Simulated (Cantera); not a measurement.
Charge: 1 mol SiHCl3, 41 mol NH3, 14 mol N2, at 91.0 Pa.

Cantera equilibrium calculation (NASA polynomials, part measured and part estimated; ideal gas, pure solids and liquids). Candidate condensed phases: NH4Cl, Si, Si3N4; 28 gas species. Gases not in the tables: Si2H6 and higher silanes. Equilibrium is a limit: real reactors are often held back by kinetics, nucleation or transport.

**Question.** Which condensed phases are stable at each of these points (T (°C)): 525, 625, 725, 825, 925, 1025, 1125, 1225, 1325, 1425, 1525, 1625?

**Answer.** 
```
T (°C)  condensed phases  Si condensed (%)
------  ----------------  ----------------
525             Si3N4(s)             100.0
625             Si3N4(s)             100.0
725             Si3N4(s)             100.0
825             Si3N4(s)             100.0
925             Si3N4(s)              99.9
1025            Si3N4(s)              99.5
1125            Si3N4(s)              97.2
1225            Si3N4(s)              88.7
1325            Si3N4(s)              68.3
1425               Si(l)              58.8
1525               Si(l)              32.2
1625            gas only               0.0
```

From 525 °C to 1325 °C the condensed part is Si3N4(s). From 1425 °C to 1525 °C the condensed part is Si(l). At 1625 °C nothing is condensed.
